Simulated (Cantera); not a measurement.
Feed: 1 mol Zr, 0.13 mol O2, 1.2 mol N2, at 2373 K and 0.140 Pa.

Cantera equilibrium calculation (NASA polynomials, part measured and part estimated; ideal gas, pure solids and liquids). Candidate condensed phases: Zr, ZrN, ZrO2; 13 gas species. ZrN: taken at fixed stoichiometry. Kinetics and transport are ignored.

Base state: N2 0.575, Zr 0.290, ZrO 0.135, N 5.43e-5 (mole fractions); condensed: ZrN(s).

**Question.** What changes in the equilibrium state with this change: O2 from 0.13 to 0.061 mol?

**Answer.** 
```csv
species,before,after
N2,0.575,0.645
Zr,0.290,0.274
ZrO,0.135,0.0814
N,5.43e-5,5.75e-5
"ZrN(s), mol",0.180,0.467
```
